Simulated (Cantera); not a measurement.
A Cantera script and what it prints.

```python
import numpy as np
import cantera as ct

gas_names = """
    AL ALH ALI ALI3 ALO ALOH ALO2 ALO2H AL2 AL2I6 AL2O AL2O2 H HALO HI HO2 H2 H2O H2O2 I I2 O OH O2 O3
""".split()
cond_names = """
    AL(cr) AL(L) ALI3(s) ALI3(L) AL2O3(a) AL2O3(L) H2O(s) H2O(L) I2(cr) I2(L)
""".split()


def load(file, names, dense=False):
    # The tables refer to 1 bar. Condensed volumes are neglected.
    table = {s.name: s for s in ct.Species.list_from_file(file)}
    out = []
    for n in names:
        d = dict(table[n].input_data)
        d["thermo"] = dict(d["thermo"], **{"reference-pressure": 1e5})
        if dense:
            d["equation-of-state"] = {"model": "constant-volume", "density": "1e6 g/cm^3"}
        out.append(ct.Species.from_dict(d))
    return out


gas = ct.Solution(thermo="ideal-gas", species=load("nasa_gas.yaml", gas_names))
cond = {s.name: ct.Solution(thermo="fixed-stoichiometry", species=[s], name=s.name)
        for s in load("nasa_condensed.yaml", cond_names, dense=True)}
atoms = {
    'AlI3': {'AL': 1, 'I': 3},
    'O2': {'O': 2},
    'H2': {'H': 2},
}
top_T = {}  # K; cautious upper limits of use, not melting points


def equilibrate(T, P, feed):
    n = {}
    for name, mol in feed.items():
        for a, k in atoms[name].items():
            n[a] = n.get(a, 0.0) + k * mol
    gas.TPX = T, P, n
    mass = sum(n.values()) * gas.mean_molecular_weight
    gas.equilibrate("TP")
    valid = [c for c in cond.values() if c.min_temp <= T <= top_T.get(c.name, c.max_temp)]
    mix = ct.Mixture([(gas, mass / gas.mean_molecular_weight)] + [(c, 0.0) for c in valid])
    mix.T, mix.P = T, P
    mix.equilibrate("TP", solver="vcs", rtol=1e-11, max_steps=5000)
    return mix


results = []
feed = {'AlI3': 1, 'O2': 8.5, 'H2': 210}  # mol
T = 1748  # K
for P in [10, 46, 220, 1000, 4600, 22000, 100000]:
    mix = equilibrate(T, P, feed)
    results.append((T, P, feed, dict(zip(mix.species_names, mix.species_moles))))
    x = sorted(zip(gas.X, gas.species_names), reverse=True)
    print(f"T = {T:g} K  P = {P:g} Pa  gas = {mix.phase_moles(0):.4g} mol")
    print("   x: " + "  ".join(f"{s} {v:.3e}" for v, s in x if v > 0.0001))
    print("   condensed (mol): " + ("  ".join(f"{mix.phase(i).name} {mix.phase_moles(i):.4g}"
          for i in range(1, mix.n_phases) if mix.phase_moles(i) > 1e-12) or "none"))
```

It prints:

```
T = 1748 K  P = 10 Pa  gas = 215.3 mol
   x: H2 8.925e-01  H2O 7.188e-02  H 2.159e-02  I 1.377e-02  HI 1.641e-04  OH 1.014e-04
   condensed (mol): AL2O3(a) 0.5
T = 1748 K  P = 46 Pa  gas = 214.1 mol
   x: H2 9.034e-01  H2O 7.236e-02  I 1.366e-02  H 1.013e-02  HI 3.514e-04
   condensed (mol): AL2O3(a) 0.5
T = 1748 K  P = 220 Pa  gas = 213.4 mol
   x: H2 9.087e-01  H2O 7.261e-02  I 1.331e-02  H 4.643e-03  HI 7.505e-04
   condensed (mol): AL2O3(a) 0.5
T = 1748 K  P = 1000 Pa  gas = 213.1 mol
   x: H2 9.110e-01  H2O 7.274e-02  I 1.257e-02  H 2.181e-03  HI 1.513e-03
   condensed (mol): AL2O3(a) 0.5
T = 1748 K  P = 4600 Pa  gas = 212.8 mol
   x: H2 9.120e-01  H2O 7.283e-02  I 1.120e-02  HI 2.894e-03  H 1.017e-03
   condensed (mol): AL2O3(a) 0.5
T = 1748 K  P = 22000 Pa  gas = 212.5 mol
   x: H2 9.125e-01  H2O 7.294e-02  I 9.017e-03  HI 5.096e-03  H 4.653e-04
   condensed (mol): AL2O3(a) 0.5
T = 1748 K  P = 100000 Pa  gas = 212.2 mol
   x: H2 9.126e-01  H2O 7.304e-02  HI 7.721e-03  I 6.407e-03  H 2.183e-04
   condensed (mol): AL2O3(a) 0.5
```

Cantera equilibrium calculation (NASA polynomials, part measured and part estimated; ideal gas, pure solids and liquids). Gases not in the tables: Al(OH)3.
